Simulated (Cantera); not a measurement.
What does this Cantera script print?

```python
import numpy as np
import cantera as ct

gas_names = """
    CL CLO CL2 H HCL HNO HNO2 HNO3 HOCL HO2 H2 H2O H2O2 N NH NH2 NH3 NH2OH NO NO2 NO3 N2 N2H2 N2H4 N2O O
    OH O2 O3 Si SiCL SiCL2 SiCL3 SiCL4 SiH SiHCL3 SiH2 SiH2CL2 SiH3 SiH3CL SiH4 SiN SiO SiO2 Si2 Si2N
    Si3
""".split()
cond_names = """
    H2O(s) H2O(L) NH4CL(a) NH4CL(b) Si(cr) Si(L) SiO2(Lqz) SiO2(hqz) SiO2(L) Si2N2O(s) Si3N4(a)
""".split()


def load(file, names, dense=False):
    # The tables refer to 1 bar. Condensed volumes are neglected.
    table = {s.name: s for s in ct.Species.list_from_file(file)}
    out = []
    for n in names:
        d = dict(table[n].input_data)
        d["thermo"] = dict(d["thermo"], **{"reference-pressure": 1e5})
        if dense:
            d["equation-of-state"] = {"model": "constant-volume", "density": "1e6 g/cm^3"}
        out.append(ct.Species.from_dict(d))
    return out


gas = ct.Solution(thermo="ideal-gas", species=load("nasa_gas.yaml", gas_names))
cond = {s.name: ct.Solution(thermo="fixed-stoichiometry", species=[s], name=s.name)
        for s in load("nasa_condensed.yaml", cond_names, dense=True)}
atoms = {
    'SiH2Cl2': {'Si': 1, 'H': 2, 'CL': 2},
    'H2O': {'H': 2, 'O': 1},
    'N2': {'N': 2},
}
top_T = {'Si2N2O(s)': 2100, 'Si3N4(a)': 2400}  # K; cautious upper limits of use, not melting points


def equilibrate(T, P, feed):
    n = {}
    for name, mol in feed.items():
        for a, k in atoms[name].items():
            n[a] = n.get(a, 0.0) + k * mol
    gas.TPX = T, P, n
    mass = sum(n.values()) * gas.mean_molecular_weight
    gas.equilibrate("TP")
    valid = [c for c in cond.values() if c.min_temp <= T <= top_T.get(c.name, c.max_temp)]
    mix = ct.Mixture([(gas, mass / gas.mean_molecular_weight)] + [(c, 0.0) for c in valid])
    mix.T, mix.P = T, P
    mix.equilibrate("TP", solver="vcs", rtol=1e-11, max_steps=5000)
    return mix


results = []
feed = {'SiH2Cl2': 1, 'H2O': 21, 'N2': 38}  # mol
P = 10000  # Pa
for T in [1650, 1675, 1700, 1725, 1750, 1775, 1800, 1825, 1850, 1875, 1900, 1925, 1950]:
    mix = equilibrate(T, P, feed)
    results.append((T, P, feed, dict(zip(mix.species_names, mix.species_moles))))

top = {s: max(r[3][s] / sum(r[3][g] for g in gas_names) for r in results) for s in gas_names}
cols = sorted((s for s in top if top[s] > 0.0001), key=lambda s: -top[s])[:5]
seen = [c for c in cond_names if any(r[3].get(c, 0) > 1e-12 for r in results)]
print("log10 of partial pressures in bar; condensed amounts in mol")
print(f"{'T/K':>10s}" + "".join(f"{s[:9]:>10s}" for s in cols + seen))
for T, P, feed, n in results:
    ng = sum(n[g] for g in gas_names)
    print(f"{T:10.4g}" + "".join(f"{np.log10(max(n[s] / ng * P / 1e5, 1e-99)):10.3f}" for s in cols)
          + "".join(f"{n.get(c, 0):10.4g}" for c in seen))
```

Output:

```
log10 of partial pressures in bar; condensed amounts in mol
       T/K        N2       H2O        H2       HCL         H SiO2(hqz)   SiO2(L)
      1650    -1.206    -1.507    -2.484    -2.485    -5.284         1         0
      1675    -1.206    -1.507    -2.484    -2.485    -5.177         1         0
      1700    -1.206    -1.507    -2.484    -2.485    -5.074         0         1
      1725    -1.206    -1.507    -2.484    -2.485    -4.973         0         1
      1750    -1.206    -1.507    -2.484    -2.486    -4.875         0    0.9999
      1775    -1.206    -1.507    -2.484    -2.486    -4.780         0    0.9999
      1800    -1.206    -1.507    -2.484    -2.486    -4.688         0    0.9999
      1825    -1.206    -1.507    -2.483    -2.487    -4.598         0    0.9998
      1850    -1.206    -1.507    -2.483    -2.488    -4.510         0    0.9996
      1875    -1.206    -1.507    -2.483    -2.488    -4.425         0    0.9994
      1900    -1.206    -1.507    -2.482    -2.489    -4.342         0    0.9991
      1925    -1.206    -1.508    -2.482    -2.490    -4.260         0    0.9986
      1950    -1.206    -1.508    -2.481    -2.491    -4.181         0    0.9978
```

These are equilibrium values from Cantera (NASA tables, ideal gas, pure condensed phases), not measurements of a reactor. The tables hold silica as quartz up to 1696 K and as liquid above; real silica turns to tridymite and cristobalite and melts near 1996 K. Gases not in the tables: Si(OH)4.
